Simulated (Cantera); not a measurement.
A perfectly stirred reactor is fed with CH4 : H2 : H = 0.011 : 1 : 0.031 (molar parts), at 100.0 Torr; it is held at 1625 K, and followed from long to short residence time.

Computed with Cantera and GRI-Mech 3.0 (53 species, 325 reactions). GRI-Mech 3.0 stops at C3 and has no aromatics, soot or wall deposition, so with more carbon than oxygen in the feed, carbon stays in small species such as C2H2 where larger ones or solid carbon would form.

x: mole fraction; the columns are a selection and need not sum to one.

```json
[
 {"τ (s)": "7.4", "x CH4": "0.00498", "x H2": "0.992", "x H": "0.000233", "x CH2": "5.30e-9", "x CH3": "___", "x C2H4": "3.38e-5"},
 {"τ (s)": "2.3", "x CH4": "0.00619", "x H2": "0.991", "x H": "0.000287", "x CH2": "9.95e-9", "x CH3": "___", "x C2H4": "2.79e-5"},
 {"τ (s)": "0.74", "x CH4": "0.00697", "x H2": "0.991", "x H": "0.000403", "x CH2": "2.19e-8", "x CH3": "___", "x C2H4": "2.51e-5"},
 {"τ (s)": "0.23", "x CH4": "0.00744", "x H2": "0.990", "x H": "0.000641", "x CH2": "5.82e-8", "x CH3": "___", "x C2H4": "2.52e-5"},
 {"τ (s)": "0.074", "x CH4": "0.00778", "x H2": "0.990", "x H": "0.00106", "x CH2": "1.62e-7", "x CH3": "___", "x C2H4": "2.72e-5"},
 {"τ (s)": "0.023", "x CH4": "0.00810", "x H2": "0.989", "x H": "0.00181", "x CH2": "4.66e-7", "x CH3": "___", "x C2H4": "3.06e-5"},
 {"τ (s)": "0.0074", "x CH4": "0.00830", "x H2": "0.987", "x H": "0.00304", "x CH2": "1.25e-6", "x CH3": "___", "x C2H4": "3.55e-5"},
 {"τ (s)": "0.0023", "x CH4": "0.00828", "x H2": "0.985", "x H": "0.00519", "x CH2": "3.20e-6", "x CH3": "___", "x C2H4": "4.27e-5"}
]
```

**Question.** What belongs in the gaps?

**Answer.** 
- 7.4, x CH3: 2.37e-5
- 2.3, x CH3: 3.64e-5
- 0.74, x CH3: 5.75e-5
- 0.23, x CH3: 9.73e-5
- 0.074, x CH3: 0.000168
- 0.023, x CH3: 0.000297
- 0.0074, x CH3: 0.000509
- 0.0023, x CH3: 0.000854
